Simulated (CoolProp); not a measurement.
Vapour-liquid equilibrium of CH2F2 (R32) (1) + methanol (2) at 0.259 MPa; x and y are mole fractions of (1).

Model: multi-fluid Helmholtz-energy mixture model, Tillner-Roth 1997 and de Reuck 1993; pair parameters Bell 2016, in CoolProp.

### Question
Give the bubble temperature and the first vapour's composition at x = 0.05, 0.5, 0.95. Is there an azeotrope?

### Answer
x = 0.05: 298.1 K, y = 0.934; x = 0.5: 247.2 K, y = 0.998; x = 0.95: 243.0 K, y = 0.999. No azeotrope shows between x = 0.05 and 0.95.

Pair parameters are fitted to limited data, so mixtures are less certain than the pure fluids. With so large a gap from Raoult's law the liquid may split in two, which this calculation doesn't test in full.
